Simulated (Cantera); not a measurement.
# Ignition delay

Mixture: CO : H2 : CH4 : O2 : N2 : C2H6 = 1 : 0.16 : 0.13 : 0.4 : 1.5 : 0.015 (molar parts), equivalence ratio 2.2, at 1.01 bar, adiabatic and at constant pressure. Ignition delay is the time to a rise of 400 K.

Detailed kinetics in Cantera: GRI-Mech 3.0 (53 species, 325 reactions).

```csv
T0 (K),delay (ms)
1175,1.01
1250,0.542
1325,0.304
1400,0.179
1475,0.110
1550,0.0707
1625,0.0475
1700,0.0333
1775,0.0242
```

- apparent activation energy between 1625 and 1775 K = 110 kJ/mol
